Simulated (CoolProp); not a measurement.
Computed with CoolProp (reference Helmholtz-energy equation of state, Lemmon 2005). It is a short technical equation, of lower accuracy than the large ones.

Task: For trans-2-butene, give the phase and the cp (kJ/(kg K)), cv (kJ/(kg K)), isothermal compressibility (1/MPa), expansivity (1/kK) at -69.75 °C and 611 kPa; 206.55 °C and 625 kPa.

Result: 
- -69.75 °C and 611 kPa: liquid; cp 2.01, cv 1.40, isothermal compressibility 0.000983, expansivity 1.44
- 206.55 °C and 625 kPa: gas; cp 2.26, cv 2.08, isothermal compressibility 1.66, expansivity 2.37
